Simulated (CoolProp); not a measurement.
Properties of R410A along the isobar 0.101 MPa.

Computed with CoolProp (reference Helmholtz-energy equation of state, Lemmon 2003). It is a pseudo-pure fit of the blend.

| T (°C) | phase | Z | speed of sound (m/s) | conductivity (mW/(m K)) |
|---|---|---|---|---|
| -39.05 | gas | 0.9655 | 174.8 | 8.61 |
| -27.65 | gas | 0.9719 | 179.4 | 9.45 |
| -16.15 | gas | 0.9768 | 183.7 | 10.3 |
| -4.75 | gas | 0.9805 | 187.8 | 11.1 |
| 6.75 | gas | 0.9834 | 191.7 | 12.0 |
| 18.15 | gas | 0.9857 | 195.5 | 12.8 |
| 29.65 | gas | 0.9877 | 199.2 | 13.7 |
| 41.05 | gas | 0.9892 | 202.8 | 14.5 |
| 52.55 | gas | 0.9906 | 206.3 | 15.4 |

Thermal conductivity comes from a separate model (Geller 2001).
